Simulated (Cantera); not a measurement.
Input: 1 mol Si, 11 mol CO, 47 mol N2, equilibrated at 0.440 bar.

These are equilibrium values from Cantera (NASA tables, ideal gas, pure condensed phases), not measurements of a reactor. Candidate condensed phases: C, Si, SiC, SiO2, Si2N2O, Si3N4; 34 gas species. Mutual solubility and eutectic melting of coexisting phases are not modelled. Equilibrium is a limit: real reactors are often held back by kinetics, nucleation or transport.

Task: At 1850 K, list the 3 most abundant gas species with their mole fractions, and the condensed phases.

Result: N2 0.813, CO 0.185, SiO 0.00215. Condensed: SiC(s) + Si2N2O(s).
